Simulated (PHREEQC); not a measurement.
Dissolve 2.3 mol KOH, 0.042 mol K2SO4 and 3 mol NaCl per kg of water at 5 °C. Closed to the air; pH follows from the charge balance.

Equilibrium calculation in PHREEQC: Pitzer model, pitzer.dat.

No solid was allowed to form.

Problem. What pH, density does the model give?

Solution. pH 15.21; density 1.200 g/cm³.

In brines, pH and single-ion activities rest on the MacInnes convention. Constants without temperature data keep their 25 °C values here.
